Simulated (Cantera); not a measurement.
## B2O3 + N2 + H2 (boron, boron nitride and boron oxide)

A closed system holds: 1 mol B2O3, 36 mol N2, a varied amount of H2, held at 1950 °C and 1.50 Torr.

Method: chemical equilibrium by Gibbs-energy minimisation in Cantera with the NASA 1993 tables (ideal gas, pure condensed phases). Candidate condensed phases: B, BN, B2O3, B3O3H3, H2O; 39 gas species. The numbers say what is thermodynamically allowed, not how fast it happens.

From 0.48 mol H2 to 85 mol H2 nothing is condensed. The main B-bearing gas is B2O3 at 0.48 mol H2 and BO at 85 mol H2.

| n(H2) (mol) | x N2 | x H2 | x H | x BO | x B2O3 | x HBO2 | x H2O | x HBO |
|---|---|---|---|---|---|---|---|---|
| 0.48 | 0.948 | 0.00348 | 0.00844 | 0.0135 | 0.0136 | 0.00788 | 0.000654 | 0.000466 |
| 1.1 | 0.928 | 0.0129 | 0.0163 | 0.0156 | 0.0109 | 0.0105 | 0.00145 | 0.00104 |
| 2.7 | 0.885 | 0.0418 | 0.0293 | 0.0174 | 0.00780 | 0.0121 | 0.00270 | 0.00209 |
| 6.4 | 0.802 | 0.107 | 0.0469 | 0.0180 | 0.00494 | 0.0119 | 0.00414 | 0.00344 |
| 15 | 0.663 | 0.229 | 0.0686 | 0.0165 | 0.00253 | 0.00971 | 0.00536 | 0.00463 |
| 36 | 0.467 | 0.410 | 0.0917 | 0.0129 | 0.000907 | 0.00597 | 0.00565 | 0.00483 |
| 85 | 0.278 | 0.592 | 0.110 | 0.00838 | 0.000217 | 0.00264 | 0.00462 | 0.00378 |
x: gas mole fraction; nothing condenses.
